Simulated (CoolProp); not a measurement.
Vapour-liquid equilibrium of n-butane (1) + R113 (2) at 6.92 bar; x and y are mole fractions of (1).

Computed with CoolProp (multi-fluid Helmholtz-energy mixture model, Bücker 2006 and Marx 1992; pair parameters Bell 2016).

```
x     bubble temperature, mixture model (K)  bubble temperature, Raoult's law (K)  y, mixture model  y, Raoult's law
----  -------------------------------------  ------------------------------------  ----------------  ---------------
0.05                                  388.5                                 388.8                 …            0.148
0.2                                   374.7                                 375.7                 …            0.464
0.35                                  364.0                                 365.3             0.625            0.660
0.5                                   355.6                                 356.7             0.753            0.790
0.65                                  348.8                                 349.6                 …            0.878
0.8                                       …                                 343.4             0.918            0.941
0.95                                  338.1                                 338.1             0.980            0.987
```

Complete the blanks.


- 0.05, y, mixture model: 0.134
- 0.2, y, mixture model: 0.434
- 0.65, y, mixture model: 0.846
- 0.8, bubble temperature, mixture model (K): 343.1

The largest gap from Raoult's law is -1.3 K in bubble temperature, at x = 0.35. No azeotrope shows between x = 0.05 and 0.95.

The pair parameters rest on a limited set of measurements; away from them the model extrapolates.
